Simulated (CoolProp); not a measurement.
Vapour-liquid equilibrium of carbon dioxide (1) + R143a (2) at 1340 kPa; x and y are mole fractions of (1).

Computed with CoolProp (multi-fluid Helmholtz-energy mixture model, Span 1996 and Lemmon and Jacobsen 2000; pair parameters Bell 2016).

```
x     bubble temperature, mixture model (K)  bubble temperature, Raoult's law (K)  y, mixture model  y, Raoult's law
----  -------------------------------------  ------------------------------------  ----------------  ---------------
0.05                                  295.4                                 293.3             0.135            0.214
0.2                                   280.1                                 277.3             0.487            0.580
0.35                                  267.2                                 266.4             0.707            0.758
0.5                                   257.9                                 258.3             0.827            0.858
0.65                                  251.4                                 252.0             0.896            0.921
0.8                                   246.6                                 246.8             0.944            0.963
0.95                                  242.5                                 242.6             0.986            0.992
```

The largest gap from Raoult's law is +2.8 K in bubble temperature, at x = 0.2. No azeotrope shows between x = 0.05 and 0.95.

Pair parameters are fitted to limited data, so mixtures are less certain than the pure fluids. The gap from Raoult's law changes sign with composition, which may be real or a fault of the pair parameters; it wasn't checked against measurements.
